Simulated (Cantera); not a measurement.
A closed system holds: 1 mol Si, a varied amount of HBr, 12 mol N₂, held at 923.15 K and 1.20 Pa.

Cantera equilibrium calculation (NASA polynomials, part measured and part estimated; ideal gas, pure solids and liquids). Candidate condensed phases: Br₂, Si, Si₃N₄; 28 gas species. N₂ is the only nitrogen source here; it is nearly inert below about 1500 K, so the nitride shown seldom forms there in practice. Equilibrium is a limit: real reactors are often held back by kinetics, nucleation or transport.

### Question
What share of the Si ends up in condensed phases as a function of n(HBr) (mol), at 3.7, 4.4, 5.4, 6.5, 7.9, 9.6, 12, 14, 17, 21, 25?

### Answer
```tsv
n(HBr) (mol)	Si condensed (%)	as
3.7	89.0	Si₃N₄(s)
4.4	86.3	Si₃N₄(s)
5.4	82.3	Si₃N₄(s)
6.5	77.7	Si₃N₄(s)
7.9	71.6	Si₃N₄(s)
9.6	63.9	Si₃N₄(s)
12	52.5	Si₃N₄(s)
14	42.7	Si₃N₄(s)
17	27.6	Si₃N₄(s)
21	6.8	Si₃N₄(s)
25	0.0	-
```
